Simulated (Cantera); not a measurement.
Cantera with NASA thermochemical tables; ideal gases at 1 bar, condensed phases pure. Values are per mole of reaction as written; species without (g) are pure solids or liquids, kept so even where they would boil at 1 bar.

Q: Between 300 and 2148 K, where is each reaction favourable under standard conditions?
- 2 SrO + 2 NF3(g) = 2 Sr + 3 F2(g) + 2 NO(g)

A: 
- 2 SrO + 2 NF3(g) = 2 Sr + 3 F2(g) + 2 NO(g): ΔG° is 1478 kJ at 300 K and 562 kJ at 2148 K; it stays positive (K < 1). ΔH° is 1601 kJ and ΔS° 484 J/K at 2148 K.
